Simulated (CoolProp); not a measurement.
A simple Rankine cycle with the fluoroketone C6F12O (FK-5-1-12): condensing at 289.15 K, boiler at 0.715 MPa, turbine inlet 433.4 K, turbine efficiency 0.8, pump efficiency 0.8, no recuperator. Each further row changes one setting.

Values from CoolProp's reference Helmholtz-energy equation of state, McLinden 2015.

| case | thermal efficiency (%) | net work (kJ/kg) | heat in (kJ/kg) | turbine exit temperature (K) | volume ratio over the turbine |
|---|---|---|---|---|---|
| as stated | 11.8 | 26.3 | 223 | 399.0 | 28.5 |
| turbine inlet 453.4 K | 11.4 | (withheld) | (withheld) | 419.1 | 27.7 |
| condensing temperature 281.15 K | 12.7 | 29.4 | 232 | 395.7 | (withheld) |
| boiler pressure 0.5 MPa | 10.7 | 24.1 | 226 | (withheld) | (withheld) |
| turbine efficiency 0.7 | 10.3 | 23.0 | 223 | 402.5 | 28.8 |

**Question.** Fill in the missing entries.

**Answer.** 
- turbine inlet 453.4 K, net work (kJ/kg): 27.9
- turbine inlet 453.4 K, heat in (kJ/kg): 244
- condensing temperature 281.15 K, volume ratio over the turbine: 41.4
- boiler pressure 0.5 MPa, turbine exit temperature (K): 404.0
- boiler pressure 0.5 MPa, volume ratio over the turbine: 19.0
